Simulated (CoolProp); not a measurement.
A simple Rankine cycle with cyclopentane: condensing at 328.15 K, boiler at 2.58 MPa, turbine inlet 486.3 K, turbine efficiency 0.6, pump efficiency 0.6, no recuperator. Each further row changes one setting.

Model: reference Helmholtz-energy equation of state, Gedanitz 2015, in CoolProp.

| case | thermal efficiency (%) | net work (kJ/kg) | heat in (kJ/kg) | turbine exit temperature (K) | volume ratio over the turbine |
|---|---|---|---|---|---|
| as stated | 12.9 | ___ | 598 | 414.3 | 25.2 |
| turbine inlet 506.3 K | 12.9 | ___ | ___ | 438.7 | 23.9 |
| condensing temperature 320.15 K | 13.7 | 84.0 | 613 | 410.0 | 32.5 |
| boiler pressure 1.81 MPa | 11.9 | ___ | 622 | ___ | 15.9 |
| turbine efficiency 0.5 | ___ | 63.3 | 598 | ___ | 25.7 |

Question: Some entries are withheld; supply them.

Answer: 
- as stated, net work (kJ/kg): 77.1
- turbine inlet 506.3 K, net work (kJ/kg): 83.4
- turbine inlet 506.3 K, heat in (kJ/kg): 649
- boiler pressure 1.81 MPa, net work (kJ/kg): 74.1
- boiler pressure 1.81 MPa, turbine exit temperature (K): 429.4
- turbine efficiency 0.5, thermal efficiency (%): 10.6
- turbine efficiency 0.5, turbine exit temperature (K): 422.0
